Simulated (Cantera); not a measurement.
Cantera run, input and output.

```python
import numpy as np
import cantera as ct

gas = ct.Solution("gri30.yaml")
gas.TP = 300, 100000
flame = ct.CounterflowDiffusionFlame(gas, width=0.02)
flame.fuel_inlet.X, flame.fuel_inlet.T = {'CH4': 1, 'H2': 0.27}, 325
flame.oxidizer_inlet.X, flame.oxidizer_inlet.T = {'O2': 0.25, 'N2': 0.75}, 648
flame.set_refine_criteria(ratio=3, slope=0.12, curve=0.24, prune=0.03)
show = ['OH', 'H', 'NO', 'CO', 'C2H2']

rows = []
print(f"{'mdot':>8s}{'a_max':>10s}{'a_mean':>10s}{'Tmax/K':>9s}" + "".join(f"{s:>11s}" for s in show) + "   (peak mole fractions)")
for i, mdot in enumerate([0.6, 0.76, 0.95, 1.2, 1.5, 1.9, 2.4, 3, 3.8]):  # kg/m2/s on the oxidiser side
    flame.oxidizer_inlet.mdot, flame.fuel_inlet.mdot = mdot, 0.86 * mdot
    flame.solve(loglevel=0, auto=(i == 0))
    if flame.T.max() < max(325, 648) + 100:
        print(f"{mdot:8.3g}  no burning solution found from the previous one")
        break
    dT = np.abs(np.gradient(flame.T, flame.grid))
    rows.append([flame.strain_rate("max"), flame.strain_rate("mean"), flame.T.max(),
                 *(flame.X[gas.species_index(s)].max() for s in show), max(dT[0], dT[-1]) / dT.max()])
    print(f"{mdot:8.3g}{rows[-1][0]:10.1f}{rows[-1][1]:10.1f}{rows[-1][2]:9.1f}" + "".join(f"{x:11.3e}" for x in rows[-1][3:-1]))
```

It prints:

```
    mdot     a_max    a_mean   Tmax/K         OH          H         NO         CO       C2H2   (peak mole fractions)
     0.6     503.9     109.1   2311.7  1.556e-02  8.547e-03  4.101e-04  7.210e-02  1.646e-02
    0.76     623.5     138.2   2297.6  1.547e-02  8.838e-03  3.770e-04  7.090e-02  1.606e-02
    0.95     764.3     172.7   2285.3  1.536e-02  9.101e-03  3.480e-04  6.978e-02  1.565e-02
     1.2     949.2     218.2   2277.4  1.539e-02  9.461e-03  3.233e-04  6.913e-02  1.540e-02
     1.5    1166.6     272.7   2264.7  1.522e-02  9.718e-03  2.952e-04  6.823e-02  1.497e-02
     1.9    1452.8     345.5   2251.6  1.502e-02  9.994e-03  2.662e-04  6.743e-02  1.452e-02
     2.4    1807.8     436.4   2238.6  1.481e-02  1.026e-02  2.383e-04  6.686e-02  1.413e-02
       3    2228.0     545.5   2224.3  1.452e-02  1.046e-02  2.108e-04  6.630e-02  1.361e-02
     3.8    2784.3     690.9   2207.8  1.415e-02  1.064e-02  1.817e-04  6.580e-02  1.294e-02
```

Model: GRI-Mech 3.0 (53 species, 325 reactions), integrated in Cantera. GRI-Mech 3.0 has no aromatics or soot, which form on the fuel side of real flames. The maximum strain rate includes the flame's own expansion and is several times the mean.
